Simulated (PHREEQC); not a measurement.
NaCl is added in steps, without added water, to 1 kg of water holding 6.5 mmol/kgw NiCl2, 0.15 mmol/kgw KCl and 98 mmol/kgw H2SO4, at 20 °C. Oxygen alone is held at its pressure in air (log pO2 = -0.68). CO2 from the air is kept out. Only these solids could form: Ni(OH)2, Ni4(OH)6SO4, Halite, Mirabilite, Morenosite.

Base run: PHREEQC, ion-association model, wateq4f.dat. Each further column changes one thing. The table gives pH.

```tsv
NaCl added (mol)	base	H2SO4 replaced by CdSO4 at the same molality	diluted 2-fold with water	H2SO4 from 0.098 to 0.0196 mol/kgw	no solid may form
0	1.01	5.91	1.27	1.60	1.01
0.01225	1.01	5.85	1.27	1.60	1.01
0.0245	1.01	5.81	1.27	1.60	1.01
0.03675	1.01	5.78	1.27	1.60	1.01
0.049	1.01	5.76	1.27	1.60	1.01
0.06125	1.01	5.74	1.27	1.60	1.01
0.0735	1.01	5.73	1.27	1.60	1.01
0.08575	1.01	5.72	1.27	1.60	1.01
0.098	1.01	5.71	1.27	1.60	1.01
```

 Solids allowed in the column 'H2SO4 replaced by CdSO4 at the same molality': Cd(OH)2, CdOHCl, Ni(OH)2, Ni4(OH)6SO4, Halite, Mirabilite, Morenosite.
